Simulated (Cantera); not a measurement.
What does this Cantera script print?

```python
import numpy as np
import cantera as ct

gas = ct.Solution("gri30.yaml")
gas.TPX = 1500, 78000, {'H2': 1, 'O2': 1.14, 'N2': 4.27, 'NO': 0.015}
reactor = ct.IdealGasConstPressureReactor(gas, energy="on", clone=False)
net = ct.ReactorNet([reactor])
net.rtol, net.atol = 1e-08, 1e-16
show = ['H2', 'O2', 'H2O', 'NO2', 'N2O', 'NO']
times = np.geomspace(3e-06, 0.2, 10)

steps = ct.SolutionArray(gas, extra=["t"])
rows = []
print(f"{'t/s':>10s}{'T/K':>9s}{'P/Pa':>11s}" + "".join(f"{s:>11s}" for s in show))
for t in times:
    while net.time < t:
        t_next = net.step()
        steps.append(gas.state, t=t_next)
    rows.append([np.interp(t, steps.t, y) for y in (steps.T, steps.P, *steps(*show).X.T)])
    print(f"{t:10.3e}{rows[-1][0]:9.1f}{rows[-1][1]:11.4g}" + "".join(f"{x:11.3e}" for x in rows[-1][2:]))
rate = np.gradient(steps.T, steps.t)
print("integrator steps:", len(steps.t))
if steps.T.max() > steps.T[0] + 200:
    print(f"time of steepest temperature rise: {steps.t[rate.argmax()]:.4e} s")
gas.TPX = 1500, 78000, {'H2': 1, 'O2': 1.14, 'N2': 4.27, 'NO': 0.015}
gas.equilibrate("HP")
print(f"equilibrium (HP): T = {gas.T:.1f} K  " + "  ".join(f"{s} {gas[s].X[0]:.3e}" for s in show))
```

Result:

```
       t/s      T/K       P/Pa         H2         O2        H2O        NO2        N2O         NO
 3.000e-06   1500.0    7.8e+04  1.556e-01  1.774e-01  1.025e-06  2.376e-08  2.904e-10  2.335e-03
 1.031e-05   1500.2    7.8e+04  1.549e-01  1.771e-01  4.730e-04  5.637e-07  9.378e-09  2.334e-03
 3.541e-05   1850.8    7.8e+04  1.627e-02  9.874e-02  1.164e-01  4.020e-07  1.469e-07  2.410e-03
 1.216e-04   2235.3    7.8e+04  9.524e-03  9.900e-02  1.389e-01  5.968e-07  2.397e-07  2.531e-03
 4.179e-04   2445.1    7.8e+04  3.534e-03  1.022e-01  1.546e-01  1.399e-06  5.147e-07  2.761e-03
 1.436e-03   2467.1    7.8e+04  2.822e-03  1.026e-01  1.566e-01  1.884e-06  5.758e-07  3.324e-03
 4.932e-03   2464.5    7.8e+04  2.799e-03  1.018e-01  1.567e-01  2.860e-06  5.805e-07  5.050e-03
 1.695e-02   2458.3    7.8e+04  2.743e-03  9.985e-02  1.570e-01  5.204e-06  6.012e-07  9.213e-03
 5.822e-02   2452.2    7.8e+04  2.689e-03  9.797e-02  1.573e-01  7.478e-06  6.330e-07  1.327e-02
 2.000e-01   2451.5    7.8e+04  2.684e-03  9.777e-02  1.573e-01  7.714e-06  6.369e-07  1.370e-02
integrator steps: 1249
time of steepest temperature rise: 1.8730e-05 s
equilibrium (HP): T = 2451.5 K  H2 2.684e-03  O2 9.777e-02  H2O 1.573e-01  NO2 7.714e-06  N2O 6.369e-07  NO 1.370e-02
```

Model: GRI-Mech 3.0 (53 species, 325 reactions), integrated in Cantera.
